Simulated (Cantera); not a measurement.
Standard-state values (1 bar) from the NASA 1993 polynomials, evaluated with Cantera. Values are per mole of reaction as written; species without (g) are pure solids or liquids, kept so even where they would boil at 1 bar.

### Question
Between 300 and 1550 K, where is each reaction favourable under standard conditions?
- O(g) + H₂O(g) → H₂O₂(g)
- 3 H₂(g) + 2 O₃(g) → 3 H₂O₂(g)
- 4 OH(g) → 2 H₂O(g) + O₂(g)

### Answer
- O(g) + H₂O(g) → H₂O₂(g): ΔG° is -109 kJ at 300 K and 43 kJ at 1550 K; it changes sign between 1100 and 1250 K. ΔH° is -146 kJ and ΔS° -122 J/K at 1550 K.
- 3 H₂(g) + 2 O₃(g) → 3 H₂O₂(g): ΔG° is -643 kJ at 300 K and -397 kJ at 1550 K; it stays negative (K > 1). ΔH° is -716 kJ and ΔS° -206 J/K at 1550 K.
- 4 OH(g) → 2 H₂O(g) + O₂(g): ΔG° is -595 kJ at 300 K and -386 kJ at 1550 K; it stays negative (K > 1). ΔH° is -651 kJ and ΔS° -171 J/K at 1550 K.
